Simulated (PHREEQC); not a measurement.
**Reverse-osmosis permeate (model solution)**

A made-up water analysis in mmol/kgw, 75 °C, pH 6.45, pe 3: Na 0.0177; K 7.98e-06; Ca 0.0539; Mg 0.000548; Cl 0.0105; S(6) 0.0143; Alkalinity (meq/kgw) 0.0925; Li 0.000569; Mn(2) 0.000181; Sr 0.000117; Ba 0.000234; B 0.000175.

Valence states are taken as typed.

All values are PHREEQC results (ion-association model, phreeqc.dat), not measurements.

- ionic strength = 0.000199 mol/kgw
- charge-balance error = -1.3 %

| species | molality | activity | log γ |
|---|---|---|---|
| HCO3- | 9.21e-5 | 9.05e-5 | -0.008 |
| CO2 | 6.74e-5 | 6.74e-5 | 0.000 |
| Ca+2 | 5.37e-5 | 5.00e-5 | -0.031 |
| Na+ | 1.77e-5 | 1.74e-5 | -0.008 |
| SO4-2 | 1.41e-5 | 1.31e-5 | -0.031 |
| Cl- | 1.05e-5 | 1.03e-5 | -0.008 |
| OH- | 5.89e-7 | 5.79e-7 | -0.008 |
| Li+ | 5.69e-7 | 5.59e-7 | -0.008 |

No solid was allowed to form. Away from 25 °C the constants follow the database's enthalpies or fits; those with neither stay at their 25 °C values.
